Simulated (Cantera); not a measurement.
A closed system holds: 1 mol FeS, 1200 mol H₂, equilibrated at 1.20 mbar.

Method: chemical equilibrium by Gibbs-energy minimisation in Cantera with the NASA 1993 tables (ideal gas, pure condensed phases). Candidate condensed phases: Fe, FeS, FeS₂, S; 8 gas species. The numbers say what is thermodynamically allowed, not how fast it happens.

Question: Which condensed phases are stable at each of these points (T (K)): 1073, 1098, 1123, 1148, 1173, 1198, 1223?

Answer: 
```tsv
T (K)	condensed phases	Fe condensed (%)
1073	Fe(α)	100.0
1098	Fe(α)	100.0
1123	Fe(α)	100.0
1148	Fe(α)	100.0
1173	Fe(α)	100.0
1198	Fe(γ)	100.0
1223	Fe(γ)	100.0
```

From 1073 K to 1173 K the condensed part is Fe(α). From 1198 K to 1223 K the condensed part is Fe(γ).
